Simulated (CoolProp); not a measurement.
A single-stage vapour-compression cycle with trans-2-butene: evaporating at 252.15 K (dew point), condensing at 318.15 K (bubble point), superheat 10 K, subcooling 5 K, compressor efficiency 0.85, no pressure losses. Each further row changes one setting.

The numbers come from the reference Helmholtz-energy equation of state, Lemmon 2005 in CoolProp. It is a short technical equation, of lower accuracy than the large ones.

| case | cooling COP | pressure ratio | discharge temperature (K) | refrigerating effect (kJ/kg) | volumetric capacity (kJ/m³) |
|---|---|---|---|---|---|
| as stated | 2.60 | 10.4 | 342.7 | 301 | 319 |
| evaporating temperature 257.15 K | 2.94 | 8.32 | 340.5 | 308 | 403 |
| condensing temperature 313.15 K | 2.89 | 9.07 | 337.6 | 313 | 332 |
| subcooling 10 K | 2.71 | 10.4 | 342.7 | 313 | 332 |
| superheat 20 K | 2.63 | 10.4 | 353.2 | 316 | 322 |
| compressor efficiency 0.75 | 2.30 | 10.4 | 351.0 | 301 | 319 |
